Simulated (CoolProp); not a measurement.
Vapour pressure (kPa) of chlorine: the reference equation beside estimates from Tc = 416.9 K, pc = 7642 kPa, ω = 0.070. Clausius-Clapeyron is anchored at 348.2 K with a constant enthalpy of vaporisation of 14.20 kJ/mol.

Computed with CoolProp (reference Helmholtz-energy equation of state, Thol 2021).

| T (K) | reference | Clausius-Clapeyron | van der Waals | Redlich-Kwong | Peng-Robinson |
|---|---|---|---|---|---|
| 328.5 | 1630 | 1831 | 2731 | 1687 | 1613 |
| 333.4 | 1814 | 1976 | 2926 | 1876 | 1793 |
| 338.3 | 2012 | 2128 | 3129 | 2079 | 1988 |
| 343.2 | 2224 | 2287 | 3341 | 2297 | 2198 |
| 348.2 | 2457 | 2457 | 3566 | 2535 | 2428 |
| 353.1 | 2701 | 2630 | 3796 | 2784 | 2670 |
| 358 | 2961 | 2810 | 4035 | 3049 | 2929 |
| 362.9 | 3239 | 2997 | 4283 | 3330 | 3206 |
| 367.8 | 3534 | 3191 | 4540 | 3628 | 3501 |
| 372.7 | 3848 | 3391 | 4806 | 3944 | 3815 |
| 377.6 | 4181 | 3599 | 5082 | 4278 | 4150 |
| 382.5 | 4533 | 3814 | 5367 | 4630 | 4505 |
| 387.4 | 4905 | 4035 | 5662 | 5000 | 4881 |
| 392.3 | 5299 | 4264 | 5967 | 5389 | 5280 |
| 397.2 | 5715 | 4499 | 6281 | 5798 | 5702 |

Absolute difference from the reference over all 15 rows, mean and median: Clausius-Clapeyron 10.3 and 9.7 %, van der Waals 34.7 and 32.2 %, Redlich-Kwong 2.7 and 2.8 %, Peng-Robinson 0.9 and 1.0 %.
